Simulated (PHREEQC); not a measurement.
Dissolve 0.094 mol/kgw HF and 0.02 mol/kgw NaF at 25 °C. Closed to the air; pH follows from the charge balance.

Equilibrium calculation in PHREEQC: ion-association model, phreeqc.dat.

Each row changes one thing in this solution. Precipitation was switched off in this run.

```
case                            pH  ionic strength (mol/kgw)  HF (mol/kgw)  F- (mol/kgw)  HF2- (mol/kgw)
----------------------------  ----  ------------------------  ------------  ------------  --------------
as made                       2.44                    0.0240        0.0840        0.0181         0.00584
NaF from 0.02 to 0.1 mol/kgw  3.08                    0.0985        0.0718        0.0772          0.0212
diluted 100-fold with water   3.33                  0.000679      0.000460      0.000678         1.20e-6
NaF left out                  2.07                   0.00936        0.0824       0.00711         0.00225
0.012 mol/kgw HNO3 added      2.18                       [?]        0.0944        0.0113         0.00410
0.0016 mol/kgw NaHCO3 added   2.47                    0.0253        0.0825        0.0192             [?]
NaF from 0.02 to 0.2 mol/kgw  3.44                     0.192        0.0586         0.157          0.0350
```

Q: Fill in the missing entries.

A: 
- 0.012 mol/kgw HNO3 added, ionic strength (mol/kgw): 0.0274
- 0.0016 mol/kgw NaHCO3 added, HF2- (mol/kgw): 0.00607
